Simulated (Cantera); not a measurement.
A diamond (100) surface in a fixed gas of H2 with x(CH4) = 0.01, x(CH3) = 0.0016, at 948 K, 0.109 atm; coverages are run to steady state.

Model: the Harris–Goodwin 1993 mechanism for the reconstructed diamond (100) surface, integrated in Cantera.

θ: site fractions in the mechanism's names (c6HH fully hydrogenated, c6H* and c6*H radical sites, c6** diradical, c6HM methylated).

```
x(H)     growth (µm/h)  θ c6HH   θ c6H*  θ c6*H    θ c6**   θ c6HM
-------  -------------  ------  -------  ------  --------  -------
0.0001            4.44  0.0866  0.00142  0.0339  0.000123    0.676
0.00024           9.70   0.138  0.00258  0.0617  0.000428    0.614
0.00057           19.3   0.222  0.00449   0.107   0.00119    0.511
0.0014               …       …        …       …         …        …
0.0033            48.8   0.460  0.00989   0.235   0.00412    0.223
0.0079            60.4   0.550   0.0120   0.283   0.00534    0.115
0.019             67.1   0.601   0.0134   0.310   0.00608        …
0.045             70.5   0.626   0.0145   0.323   0.00648   0.0236
0.11              72.7   0.637   0.0161   0.327   0.00681  0.00991
```

**Question.** Complete the blanks.

**Answer.** 
- 0.0014, growth (µm/h): 33.9
- 0.0014, θ c6HH: 0.342
- 0.0014, θ c6H*: 0.00721
- 0.0014, θ c6*H: 0.172
- 0.0014, θ c6**: 0.00259
- 0.0014, θ c6HM: 0.366
- 0.019, θ c6HM: 0.0531
